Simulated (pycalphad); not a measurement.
Computed with pycalphad from the COST 507 light-alloy database (1999), at 1 atm. These are 1990s assessments: newer ones move some temperatures and phases. Kinetics are ignored, which matters at the lower temperatures.

How does the equilibrium phase assembly of Ti-0.09815C (wt.%) change on cooling from 2850 K to 550 K?


```
T (K)      phases above     phases below
------  ---------------  ---------------
1939.6           LIQUID  BCC_A2 + LIQUID
1939.3  BCC_A2 + LIQUID           BCC_A2
1199.5           BCC_A2  BCC_A2 + FCC_A1
1189.9  BCC_A2 + FCC_A1  BCC_A2 + HCP_A3
1162.9  BCC_A2 + HCP_A3           HCP_A3
854.6            HCP_A3  FCC_A1 + HCP_A3
```
Changes were sought between steps of 100 K, so a narrower field can be missed.

FCC_A1 is fcc; BCC_A2 is bcc; HCP_A3 is hcp. The fcc model also describes the rock-salt carbide or nitride (TiC, TiN, HfC).
